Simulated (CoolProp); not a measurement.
A simple Rankine cycle with water: condensing at 310.15 K, boiler at 3.85 MPa, turbine inlet 523.2 K, turbine efficiency 0.85, pump efficiency 0.8, no recuperator. Each further row changes one setting.

The numbers come from the reference Helmholtz-energy equation of state, Wagner 2002 in CoolProp.

```
case                             thermal efficiency (%)  net work (kJ/kg)  heat in (kJ/kg)  turbine exit temperature (K)  volume ratio over the turbine
-------------------------------  ----------------------  ----------------  ---------------  ----------------------------  -----------------------------
as stated                                             …               783             2650                         310.2                            337
turbine inlet 543.2 K                                 …               808             2720                         310.2                            320
condensing temperature 302.15 K                    30.6               822             2680                         302.1                            509
boiler pressure 2.69 MPa                           28.3               769                …                         310.2                              …
turbine efficiency 0.75                            26.1                 …             2650                         310.2                            353
```

Question: Fill in the missing entries.

Answer: 
- as stated, thermal efficiency (%): 29.6
- turbine inlet 543.2 K, thermal efficiency (%): 29.7
- boiler pressure 2.69 MPa, heat in (kJ/kg): 2710
- boiler pressure 2.69 MPa, volume ratio over the turbine: 229
- turbine efficiency 0.75, net work (kJ/kg): 691

The expansion ends wet for: as stated; turbine inlet 543.2 K; condensing temperature 302.15 K; boiler pressure 2.69 MPa; turbine efficiency 0.75.
